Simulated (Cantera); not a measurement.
Input (Python, Cantera) and output of one run.

```python
import numpy as np
import cantera as ct

gas_names = """
    CL CLO CL2 H HCL HOCL HO2 H2 H2O H2O2 Li LiCL LiH LiO LiOH Li2 Li2CL2 Li2O Li2O2 Li2O2H2 Li3CL3 O OH
    O2 O3
""".split()
cond_names = """
    H2O(s) H2O(L) Li(cr) Li(L) LiCL(s) LiCL(L) LiH(s) LiH(L) LiOH(s) LiOH(L) Li2O(s) Li2O(L)
""".split()


def load(file, names, dense=False):
    # The tables refer to 1 bar. Condensed volumes are neglected.
    table = {s.name: s for s in ct.Species.list_from_file(file)}
    out = []
    for n in names:
        d = dict(table[n].input_data)
        d["thermo"] = dict(d["thermo"], **{"reference-pressure": 1e5})
        if dense:
            d["equation-of-state"] = {"model": "constant-volume", "density": "1e6 g/cm^3"}
        out.append(ct.Species.from_dict(d))
    return out


gas = ct.Solution(thermo="ideal-gas", species=load("nasa_gas.yaml", gas_names))
cond = {s.name: ct.Solution(thermo="fixed-stoichiometry", species=[s], name=s.name)
        for s in load("nasa_condensed.yaml", cond_names, dense=True)}
atoms = {
    'LiCl': {'Li': 1, 'CL': 1},
    'H2': {'H': 2},
    'H2O': {'H': 2, 'O': 1},
}
top_T = {}  # K; cautious upper limits of use, not melting points


def equilibrate(T, P, feed):
    n = {}
    for name, mol in feed.items():
        for a, k in atoms[name].items():
            n[a] = n.get(a, 0.0) + k * mol
    gas.TPX = T, P, n
    mass = sum(n.values()) * gas.mean_molecular_weight
    gas.equilibrate("TP")
    valid = [c for c in cond.values() if c.min_temp <= T <= top_T.get(c.name, c.max_temp)]
    mix = ct.Mixture([(gas, mass / gas.mean_molecular_weight)] + [(c, 0.0) for c in valid])
    mix.T, mix.P = T, P
    mix.equilibrate("TP", solver="vcs", rtol=1e-11, max_steps=5000)
    return mix


results = []
feed = {'LiCl': 1, 'H2': 3.4, 'H2O': 0.19}  # mol
P = 13332.2  # Pa
for T in [823, 923, 1023, 1123, 1223, 1323, 1423, 1523, 1623, 1723, 1823, 1923, 2023, 2123]:
    mix = equilibrate(T, P, feed)
    results.append((T, P, feed, dict(zip(mix.species_names, mix.species_moles))))
    x = sorted(zip(gas.X, gas.species_names), reverse=True)
    print(f"T = {T:g} K  P = {P:g} Pa  gas = {mix.phase_moles(0):.4g} mol")
    print("   x: " + "  ".join(f"{s} {v:.3e}" for v, s in x if v > 1e-05))
    print("   condensed (mol): " + ("  ".join(f"{mix.phase(i).name} {mix.phase_moles(i):.4g}"
          for i in range(1, mix.n_phases) if mix.phase_moles(i) > 1e-12) or "none"))
```

It prints:

```
T = 823 K  P = 13332.2 Pa  gas = 3.59 mol
   x: H2 9.470e-01  H2O 5.292e-02  Li2CL2 2.511e-05  LiCL 1.192e-05
   condensed (mol): LiCL(s) 0.9998  Li2O(s) 4.903e-07
T = 923 K  P = 13332.2 Pa  gas = 3.593 mol
   x: H2 9.464e-01  H2O 5.288e-02  Li2CL2 4.719e-04  LiCL 2.577e-04  Li3CL3 3.268e-05
   condensed (mol): LiCL(L) 0.9953  Li2O(s) 1.311e-06
T = 1023 K  P = 13332.2 Pa  gas = 3.612 mol
   x: H2 9.413e-01  H2O 5.258e-02  Li2CL2 3.433e-03  LiCL 2.520e-03  Li3CL3 1.674e-04  HCL 1.791e-05  LiOH 1.690e-05
   condensed (mol): LiCL(L) 0.9642
T = 1123 K  P = 13332.2 Pa  gas = 3.714 mol
   x: H2 9.155e-01  H2O 5.108e-02  Li2CL2 1.672e-02  LiCL 1.597e-02  Li3CL3 6.005e-04  HCL 8.065e-05  LiOH 7.892e-05
   condensed (mol): LiCL(L) 0.8095
T = 1223 K  P = 13332.2 Pa  gas = 4.153 mol
   x: H2 8.186e-01  LiCL 7.320e-02  Li2CL2 6.053e-02  H2O 4.547e-02  Li3CL3 1.661e-03  HCL 2.719e-04  LiOH 2.685e-04
   condensed (mol): LiCL(L) 0.1714
T = 1323 K  P = 13332.2 Pa  gas = 4.384 mol
   x: H2 7.755e-01  LiCL 1.341e-01  Li2CL2 4.593e-02  H2O 4.279e-02  HCL 5.560e-04  LiOH 5.468e-04  Li3CL3 5.087e-04
   condensed (mol): none
T = 1423 K  P = 13332.2 Pa  gas = 4.489 mol
   x: H2 7.574e-01  LiCL 1.769e-01  H2O 4.143e-02  Li2CL2 2.234e-02  HCL 9.285e-04  LiOH 8.954e-04  Li3CL3 8.947e-05  Li 3.158e-05  H 1.583e-05
   condensed (mol): none
T = 1523 K  P = 13332.2 Pa  gas = 4.547 mol
   x: H2 7.476e-01  LiCL 1.996e-01  H2O 4.050e-02  Li2CL2 9.440e-03  HCL 1.389e-03  LiOH 1.284e-03  Li 1.018e-04  H 5.473e-05  Li3CL3 1.395e-05
   condensed (mol): none
T = 1623 K  P = 13332.2 Pa  gas = 4.573 mol
   x: H2 7.433e-01  LiCL 2.088e-01  H2O 3.986e-02  Li2CL2 3.941e-03  HCL 1.959e-03  LiOH 1.684e-03  Li 2.703e-04  H 1.632e-04
   condensed (mol): none
T = 1723 K  P = 13332.2 Pa  gas = 4.584 mol
   x: H2 7.411e-01  LiCL 2.120e-01  H2O 3.938e-02  HCL 2.693e-03  LiOH 2.066e-03  Li2CL2 1.737e-03  Li 6.173e-04  H 4.300e-04
   condensed (mol): none
T = 1823 K  P = 13332.2 Pa  gas = 4.591 mol
   x: H2 7.394e-01  LiCL 2.125e-01  H2O 3.898e-02  HCL 3.661e-03  LiOH 2.400e-03  Li 1.244e-03  H 1.020e-03  Li2CL2 8.215e-04  LiH 1.824e-05
   condensed (mol): none
T = 1923 K  P = 13332.2 Pa  gas = 4.598 mol
   x: H2 7.371e-01  LiCL 2.117e-01  H2O 3.864e-02  HCL 4.946e-03  LiOH 2.665e-03  Li 2.259e-03  H 2.215e-03  Li2CL2 4.159e-04  LiH 3.089e-05  CL 1.118e-05
   condensed (mol): none
T = 2023 K  P = 13332.2 Pa  gas = 4.608 mol
   x: H2 7.337e-01  LiCL 2.099e-01  H2O 3.835e-02  HCL 6.633e-03  H 4.455e-03  Li 3.758e-03  LiOH 2.854e-03  Li2CL2 2.234e-04  LiH 4.825e-05  CL 2.991e-05  OH 2.426e-05
   condensed (mol): none
T = 2123 K  P = 13332.2 Pa  gas = 4.623 mol
   x: H2 7.284e-01  LiCL 2.072e-01  H2O 3.807e-02  HCL 8.798e-03  H 8.386e-03  Li 5.825e-03  LiOH 2.973e-03  Li2CL2 1.261e-04  CL 7.433e-05  LiH 7.053e-05  OH 5.420e-05
   condensed (mol): none
```

Equilibrium computed with Cantera from the NASA thermochemical tables; the gas is ideal and each condensed phase is pure.
